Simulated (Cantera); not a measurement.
Cantera run:

```python
import numpy as np
import cantera as ct

gas_names = """
    B BH BH2 BH3 BO BO2 B2 B2O B2O2 B2O3 B3O3H3 H HBO HBO2 HO2 H2 H2O H2O2 H3B3O6 O OH O2 O3
""".split()
cond_names = """
    B(b) B(L) B2O3(L) B3O3H3(cr) H2O(s) H2O(L)
""".split()


# ... load() reads the species with a 1 bar reference pressure and builds the phases ...
atoms = {
    'B': {'B': 1},
    'H2O': {'H': 2, 'O': 1},
}
top_T = {}  # K; cautious upper limits of use, not melting points


# ... equilibrate(T, P, feed) seeds the gas with the atoms and calls Mixture.equilibrate('TP', solver="vcs", rtol=1e-11, max_steps=5000) ...
results = []
feed = {'B': 1, 'H2O': 0.34}  # mol
P = 410  # Pa
for T in [1098, 1248, 1398, 1548, 1698, 1848, 1998, 2148, 2298, 2448]:
    mix = equilibrate(T, P, feed)
    results.append((T, P, feed, dict(zip(mix.species_names, mix.species_moles))))
    x = sorted(zip(gas.X, gas.species_names), reverse=True)
    print(f"T = {T:g} K  P = {P:g} Pa  gas = {mix.phase_moles(0):.4g} mol")
    print("   x: " + "  ".join(f"{s} {v:.3e}" for v, s in x if v > 1e-05))
    print("   condensed (mol): " + ("  ".join(f"{mix.phase(i).name} {mix.phase_moles(i):.4g}"
          for i in range(1, mix.n_phases) if mix.phase_moles(i) > 1e-12) or "none"))
```

Result:

```
T = 1098 K  P = 410 Pa  gas = 0.34 mol
   x: H2 9.994e-01  B3O3H3 4.202e-04  HBO 1.339e-04
   condensed (mol): B(b) 0.7732  B2O3(L) 0.1132
T = 1248 K  P = 410 Pa  gas = 0.3403 mol
   x: H2 9.974e-01  HBO 2.041e-03  B3O3H3 4.421e-04  B2O2 7.105e-05  HBO2 2.539e-05  B2O3 1.012e-05
   condensed (mol): B(b) 0.7729  B2O3(L) 0.1129
T = 1398 K  P = 410 Pa  gas = 0.3441 mol
   x: H2 9.788e-01  HBO 1.683e-02  B2O2 2.901e-03  B2O3 5.590e-04  B3O3H3 4.324e-04  HBO2 3.291e-04  H 7.311e-05  BO 3.833e-05
   condensed (mol): B(b) 0.7706  B2O3(L) 0.1103
T = 1548 K  P = 410 Pa  gas = 0.3839 mol
   x: H2 8.413e-01  HBO 8.473e-02  B2O2 5.607e-02  B2O3 1.368e-02  HBO2 2.360e-03  BO 1.082e-03  H 4.411e-04  B3O3H3 3.375e-04  H2O 1.707e-05  BH2 1.346e-05
   condensed (mol): B(b) 0.7482  B2O3(L) 0.08201
T = 1698 K  P = 410 Pa  gas = 0.5036 mol
   x: H2 5.927e-01  B2O2 1.998e-01  HBO 1.596e-01  B2O3 3.323e-02  BO 9.389e-03  HBO2 3.332e-03  H 1.739e-03  B2O 5.506e-05  BH2 3.565e-05  B3O3H3 3.462e-05  H2O 1.997e-05
   condensed (mol): B(b) 0.6784
T = 1848 K  P = 410 Pa  gas = 0.5162 mol
   x: H2 5.646e-01  B2O2 1.995e-01  HBO 1.798e-01  BO 3.350e-02  B2O3 1.419e-02  H 6.222e-03  HBO2 1.735e-03  B2O 3.233e-04  BH2 1.025e-04  H2O 1.710e-05
   condensed (mol): B(b) 0.668
T = 1998 K  P = 410 Pa  gas = 0.538 mol
   x: H2 5.312e-01  HBO 1.818e-01  B2O2 1.699e-01  BO 9.085e-02  H 1.826e-02  B2O3 5.454e-03  B2O 1.330e-03  HBO2 8.445e-04  BH2 2.458e-04  B 3.144e-05  H2O 1.361e-05
   condensed (mol): B(b) 0.6625
T = 2148 K  P = 410 Pa  gas = 0.5784 mol
   x: H2 4.850e-01  BO 1.885e-01  HBO 1.589e-01  B2O2 1.154e-01  H 4.533e-02  B2O 3.926e-03  B2O3 1.656e-03  BH2 5.000e-04  HBO2 3.485e-04  B 3.213e-04  BH 1.978e-05
   condensed (mol): B(b) 0.6584
T = 2298 K  P = 410 Pa  gas = 0.6394 mol
   x: H2 4.249e-01  BO 2.944e-01  HBO 1.142e-01  H 9.751e-02  B2O2 5.680e-02  B2O 8.282e-03  B 2.412e-03  BH2 8.761e-04  B2O3 3.376e-04  HBO2 1.087e-04  BH 8.882e-05
   condensed (mol): B(b) 0.6528
T = 2448 K  P = 410 Pa  gas = 0.7162 mol
   x: BO 3.550e-01  H2 3.482e-01  H 1.834e-01  HBO 6.705e-02  B2O2 2.040e-02  B 1.270e-02  B2O 1.167e-02  BH2 1.186e-03  BH 2.857e-04  B2O3 5.089e-05  HBO2 2.788e-05
   condensed (mol): B(L) 0.6415
```

Equilibrium computed with Cantera from the NASA thermochemical tables; the gas is ideal and each condensed phase is pure. Mutual solubility and eutectic melting of coexisting phases are not modelled. The tables' values for BH2 are old estimates; treat these amounts as uncertain.
